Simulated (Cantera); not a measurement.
**Equilibrium for carbothermic reduction: CuO + CO + H₂**

Charge: 1 mol CuO, 0.78 mol CO, 15 mol H₂, held at 53.0 mbar.

Cantera equilibrium calculation (NASA polynomials, part measured and part estimated; ideal gas, pure solids and liquids). Candidate condensed phases: C, C₆H₆, C₇H₈, C₈H₁₈, Cu, CuO, Cu(OH)₂, Cu₂O, H₂O; 113 gas species. Rates play no part.

From 1050 K to 1350 K the condensed part is Cu(s). From 1450 K to 1950 K the condensed part is Cu(l). From 2050 K to 2350 K nothing is condensed.

```json
[
 {"T (K)": "1050", "x H₂": "0.891", "x H₂O": "0.0598", "x Cu": "1.99e-9", "x CO": "0.0458", "x H": "3.33e-8", "x CO₂": "0.00362", "x OH": "7.13e-12", "x Cu₂": "<1e-12", "n Cu(s)": "1.00", "n Cu(l)": "0"},
 {"T (K)": "1150", "x H₂": "0.890", "x H₂O": "0.0607", "x Cu": "5.45e-8", "x CO": "0.0467", "x H": "3.06e-7", "x CO₂": "0.00268", "x OH": "1.26e-10", "x Cu₂": "<1e-12", "n Cu(s)": "1.000", "n Cu(l)": "0"},
 {"T (K)": "1250", "x H₂": "0.889", "x H₂O": "0.0613", "x Cu": "8.75e-7", "x CO": "0.0473", "x H": "1.98e-6", "x CO₂": "0.00209", "x OH": "1.41e-9", "x Cu₂": "4.32e-11", "n Cu(s)": "1.000", "n Cu(l)": "0"},
 {"T (K)": "1350", "x H₂": "0.889", "x H₂O": "0.0617", "x Cu": "9.23e-6", "x CO": "0.0477", "x H": "9.76e-6", "x CO₂": "0.00169", "x OH": "1.10e-8", "x Cu₂": "1.21e-9", "n Cu(s)": "1.000", "n Cu(l)": "0"},
 {"T (K)": "1450", "x H₂": "0.889", "x H₂O": "0.0620", "x Cu": "6.49e-5", "x CO": "0.0480", "x H": "3.87e-5", "x CO₂": "0.00141", "x OH": "6.47e-8", "x Cu₂": "1.82e-8", "n Cu(s)": "0", "n Cu(l)": "0.999"},
 {"T (K)": "1550", "x H₂": "0.888", "x H₂O": "0.0621", "x Cu": "0.000350", "x CO": "0.0482", "x H": "0.000129", "x CO₂": "0.00121", "x OH": "3.03e-7", "x Cu₂": "1.87e-7", "n Cu(s)": "0", "n Cu(l)": "0.994"},
 {"T (K)": "1650", "x H₂": "0.887", "x H₂O": "0.0622", "x Cu": "0.00153", "x CO": "0.0483", "x H": "0.000372", "x CO₂": "0.00105", "x OH": "1.18e-6", "x Cu₂": "1.44e-6", "n Cu(s)": "0", "n Cu(l)": "0.976"},
 {"T (K)": "1750", "x H₂": "0.882", "x H₂O": "0.0620", "x Cu": "0.00563", "x CO": "0.0482", "x H": "0.000949", "x CO₂": "0.000936", "x OH": "3.91e-6", "x Cu₂": "8.64e-6", "n Cu(s)": "0", "n Cu(l)": "0.910"},
 {"T (K)": "1850", "x H₂": "0.870", "x H₂O": "0.0613", "x Cu": "0.0179", "x CO": "0.0477", "x H": "0.00218", "x CO₂": "0.000836", "x OH": "1.14e-5", "x Cu₂": "4.24e-5", "n Cu(s)": "0", "n Cu(l)": "0.710"},
 {"T (K)": "1950", "x H₂": "0.839", "x H₂O": "0.0593", "x Cu": "0.0504", "x CO": "0.0461", "x H": "0.00456", "x CO₂": "0.000740", "x OH": "2.93e-5", "x Cu₂": "0.000175", "n Cu(s)": "0", "n Cu(l)": "0.154"},
 {"T (K)": "2050", "x H₂": "0.827", "x H₂O": "0.0586", "x Cu": "0.0591", "x CO": "0.0456", "x H": "0.00896", "x CO₂": "0.000678", "x OH": "6.94e-5", "x Cu₂": "0.000133", "n Cu(s)": "0", "n Cu(l)": "0"},
 {"T (K)": "2150", "x H₂": "0.820", "x H₂O": "0.0583", "x Cu": "0.0589", "x CO": "0.0455", "x H": "0.0166", "x CO₂": "0.000632", "x OH": "0.000152", "x Cu₂": "7.76e-5", "n Cu(s)": "0", "n Cu(l)": "0"},
 {"T (K)": "2250", "x H₂": "0.808", "x H₂O": "0.0578", "x Cu": "0.0586", "x CO": "0.0452", "x H": "0.0290", "x CO₂": "0.000594", "x OH": "0.000312", "x Cu₂": "4.71e-5", "n Cu(s)": "0", "n Cu(l)": "0"},
 {"T (K)": "2350", "x H₂": "0.791", "x H₂O": "0.0570", "x Cu": "0.0581", "x CO": "0.0448", "x H": "0.0482", "x CO₂": "0.000560", "x OH": "0.000598", "x Cu₂": "2.95e-5", "n Cu(s)": "0", "n Cu(l)": "0"}
]
```
x: gas mole fraction; n: condensed amount in mol.
